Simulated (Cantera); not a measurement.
Input: 1 mol C₂H₆, 0.27 mol O₂, 3.3 mol H₂, held at 5.78 Torr.

Equilibrium computed with Cantera from the NASA thermochemical tables; the gas is ideal and each condensed phase is pure. Candidate condensed phases: C, C₆H₆, C₇H₈, C₈H₁₈, H₂O; 110 gas species. Kinetics and transport are ignored. All values below are at 1575 K.

Base state: H₂ 0.921, CO 0.0789, H 0.000454, C₂H₂ (acetylene) 1.94e-5, CH₄ 1.19e-5 (mole fractions); condensed: C(graphite).

Task: What changes in the equilibrium state with this change: O₂ from 0.27 to 0.47 mol?

Result: 
```
species             before     after
----------------  --------  --------
H₂                   0.921     0.870
CO                  0.0789     0.130
H                 0.000454  0.000442
CH₄                1.19e-5   1.06e-5
C₂H₂ (acetylene)   1.94e-5   1.84e-5
C(graphite), mol      1.46      1.06
```
